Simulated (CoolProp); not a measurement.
The fluid at 298.15 K and 1.36 MPa (stagnation) flows isentropically through a choked orifice. The same conditions are run with several fluids, on thermodynamics alone (safety and materials aside).

The numbers come from the reference Helmholtz-energy equation of state of each fluid (ethane: Bücker 2006; CH3F (R41): Lemmon 2006; methane: Setzmann 1991; ethylene: Smukala 2000; hydrogen chloride: Thol 2018) in CoolProp.

Task: Rank ethane, CH3F (R41), methane, ethylene, hydrogen chloride by throat to inlet pressure ratio, highest first.

Result: ethane (0.571), ethylene (0.555), CH3F (R41) (0.551), methane (0.542), hydrogen chloride (0.531)

| fluid | mass flux (kg/(m² s)) | throat temperature (K) |
|---|---|---|
| ethane | 3210 | 269.2 |
| CH3F (R41) | 3550 | 259.4 |
| methane | 2350 | 257.0 |
| ethylene | 3130 | 262.7 |
| hydrogen chloride | 3720 | 249.6 |
